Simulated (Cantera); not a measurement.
An isothermal, constant-pressure homogeneous reactor starts with 27.0 % CH₄, 45.9 % CO₂, 27.0 % H₂, at 1750 K and 1300000 Pa.

Detailed kinetics in Cantera: GRI-Mech 3.0 (53 species, 325 reactions). The pressure lies above the range GRI-Mech 3.0 was tuned for (to about 10 atm).

### Question
Predict: x(CH₄) at 1.00 s; x(CO₂) at 1.00 s; x(H₂) at 1.00 s; x(CH₂) at 1.00 s; x(C₂H₂) at 1.00 s; x(CO) at 1.00 s; x(C₂H₆) at 1.00 s.

### Answer
| Property | Value |
|---|---|
| x(CH₄) at 1.00 s | 0.00574 (gas-phase equilibrium 2.08e-5) |
| x(CO₂) at 1.00 s | 0.0296 (gas-phase equilibrium 0.0273) |
| x(H₂) at 1.00 s | 0.420 (gas-phase equilibrium 0.431) |
| x(CH₂) at 1.00 s | 1.29e-9 (gas-phase equilibrium 4.45e-12) |
| x(C₂H₂) at 1.00 s | 0.000342 (gas-phase equilibrium 4.48e-9) |
| x(CO) at 1.00 s | 0.443 (gas-phase equilibrium 0.446) |
| x(C₂H₆) at 1.00 s | 5.99e-7 (gas-phase equilibrium 7.90e-12) |
